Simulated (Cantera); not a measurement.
An adiabatic, constant-volume homogeneous reactor starts with CH4 : O2 : N2 = 1 : 1.11 : 4.18 (molar parts), equivalence ratio 1.8, at 1073 K and 1000000 Pa.

Computed with Cantera and GRI-Mech 3.0 (53 species, 325 reactions).

Task: Predict: time of steepest temperature rise; temperature at 8.00 s; equilibrium temperature; x(CH4) at 8.00 s; x(O2) at 8.00 s; x(NO) at 8.00 s; x(HCN) at 8.00 s; x(H) at 8.00 s.

Result: 
```
Quantity                                                               Value
---------------------------------  -----------------------------------------
time of steepest temperature rise                                    33.6 ms
temperature at 8.00 s                                                 2635 K
equilibrium temperature                                               2635 K
x(CH4) at 8.00 s                     2.55e-9 (gas-phase equilibrium 2.84e-9)
x(O2) at 8.00 s                      5.85e-6 (gas-phase equilibrium 5.85e-6)
x(NO) at 8.00 s                    0.000131 (gas-phase equilibrium 0.000131)
x(HCN) at 8.00 s                     1.63e-6 (gas-phase equilibrium 1.63e-6)
x(H) at 8.00 s                       0.00301 (gas-phase equilibrium 0.00301)
```
